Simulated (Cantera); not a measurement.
## Thermodynamics of metals in furnace atmospheres, feed Pb + H₂S + N₂

Charge: 1 mol Pb, 0.019 mol H₂S, 53 mol N₂, equilibrated at 1475 K and 51.0 Pa.

Cantera equilibrium calculation (NASA polynomials, part measured and part estimated; ideal gas, pure solids and liquids). Candidate condensed phases: Pb, PbS, S; 18 gas species. The numbers say what is thermodynamically allowed, not how fast it happens.

```yaml
x(N₂): 0.981
x(Pb): 0.0182
x(H₂): 0.000346
x(PbS): 0.000331
x(H): 1.07e-5
x(S₂): 8.05e-6
x(S): 3.81e-6
gas_amount: 54.02 mol
log10 activity of Pb(l) (absent): -3.32
log10 activity of S(l) (absent): -5.38
```
